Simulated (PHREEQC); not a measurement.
1 kg of water holding 2.4 mol/kgw K2CO3 meets 20 L of dry gas (CO2 1 by moles) at fixed total pressure, at 80 °C; fugacities by Peng-Robinson. The gases take part in no redox reaction, some water evaporates into the gas, and hydrates or a liquid gas phase aren't modelled. No solid was allowed to form.

All values are PHREEQC results (Pitzer model, pitzer.dat), not measurements.

Problem. Predict dissolved CO2 (all carbonate carbon) (mol/kgw), φ of CO2, pH at P (atm) = 2, 40, 75, 200.

Solution. 
```
P (atm)  dissolved CO2 (all carbonate carbon) (mol/kgw)  φ of CO2    pH
-------  ----------------------------------------------  --------  ----
2                                                  3.89     0.996  8.98
40                                                 5.26     0.877  7.15
75                                                 5.46     0.780  6.95
200                                                5.92     0.532  6.74
```

Along this series the solution becomes supersaturated in solids that the run did not let form, among them Kalicinite. In brines, pH and single-ion activities rest on the MacInnes convention. Constants without temperature data keep their 25 °C values here.
